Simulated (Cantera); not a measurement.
A closed system holds: 1 mol SiHCl3, 3.5 mol NH3, 0.24 mol H2, held at 77.0 mbar.

Cantera equilibrium calculation (NASA polynomials, part measured and part estimated; ideal gas, pure solids and liquids). Candidate condensed phases: NH4Cl, Si, Si3N4; 28 gas species. The tables' values for SiCl3 are old estimates; treat these amounts as uncertain. Equilibrium is a limit: real reactors are often held back by kinetics, nucleation or transport. All values below are at 1450 K.

Base state: H2 0.543, HCl 0.306, N2 0.136, SiCl2 0.00737, SiCl4 0.00431, SiCl3 0.00295, SiHCl3 0.000660, H 2.51e-5 (mole fractions); condensed: Si3N4(s).

### Question
What changes in the equilibrium state with this change: SiHCl3 replaced by SiH2Cl2?

### Answer
```json
[
 {"species": "H2", "before": "0.543", "after": "0.646"},
 {"species": "HCl", "before": "0.306", "after": "0.220"},
 {"species": "N2", "before": "0.136", "after": "0.130"},
 {"species": "SiCl2", "before": "0.00737", "after": "0.00330"},
 {"species": "SiCl4", "before": "0.00431", "after": "0.000838"},
 {"species": "SiCl3", "before": "0.00295", "after": "0.000870"},
 {"species": "SiHCl3", "before": "0.000660", "after": "0.000212"},
 {"species": "Si3N4(s), mol", "before": "0.289", "after": "0.318"}
]
```
